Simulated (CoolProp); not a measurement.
Carbon dioxide at 293.15 K and 4.4 MPa flows at 8.1 m/s in a round tube of 20 mm bore and 1.5 µm roughness, fully developed (64/Re and Nu = 3.66 if laminar; Colebrook and Gnielinski if turbulent). Each further row changes one setting.

Computed with CoolProp (reference Helmholtz-energy equation of state, Span 1996).

```tsv
case	Reynolds number	Darcy friction factor	pressure drop (Pa/m)	heat-transfer coefficient (W/(m² K))	mass flow (kg/h)
as stated	1150000	___	___	___	___
velocity 16.2 m/s	2290000	0.0122	9050	4440	___
diameter 40 mm	2290000	0.0114	1050	___	___
```

Task: Some entries are withheld; supply them.

Result: 
- as stated, Darcy friction factor: 0.0129
- as stated, pressure drop (Pa/m): 2380
- as stated, heat-transfer coefficient (W/(m² K)): 2340
- as stated, mass flow (kg/h): 1030
- velocity 16.2 m/s, mass flow (kg/h): 2070
- diameter 40 mm, heat-transfer coefficient (W/(m² K)): 2070
- diameter 40 mm, mass flow (kg/h): 4130

Viscosity comes from a separate model (Laesecke 2017). Thermal conductivity comes from a separate model (Huber 2016).
